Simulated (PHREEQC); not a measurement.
Consider water at 25 °C with 0.076 mmol/kgw Li2CO3. Closed to the air; pH follows from the charge balance.

Model: ion-association model, phreeqc.dat, run in PHREEQC.

Precipitation was switched off in this run.

### Question
Predict the pH, ionic strength.

### Answer
pH 9.76; ionic strength 0.000169 mol/kgw.

### Question
In which forms is C present?

### Answer
HCO3- 78 %, CO3-2 22 % of the C.
